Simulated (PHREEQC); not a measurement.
1 kg of water holding 2.3 mol Na2CO3 meets 20 L of dry gas (CO2 1 by moles) at fixed total pressure, at 5 atm; fugacities by Peng-Robinson. The gases take part in no redox reaction, some water evaporates into the gas, and hydrates or a liquid gas phase aren't modelled. Nothing may precipitate in this run.

The numbers come from PHREEQC with the Pitzer model, pitzer.dat.

```
T (°C)  dissolved CO2 (all carbonate carbon) (mol/kgw)  φ of CO2    pH
------  ----------------------------------------------  --------  ----
10                                                4.85     0.968  7.03
20                                                4.80     0.971  7.06
30                                                4.77     0.974  7.10
40                                                4.75     0.976  7.15
50                                                4.73     0.979  7.21
60                                                4.71     0.981  7.27
70                                                4.70     0.982  7.34
80                                                4.69     0.984  7.42
90                                                4.69     0.986  7.50
```

Along this series the solution becomes supersaturated in solids that the run did not let form, among them Nahcolite. In brines, pH and single-ion activities rest on the MacInnes convention. Constants without temperature data keep their 25 °C values here.
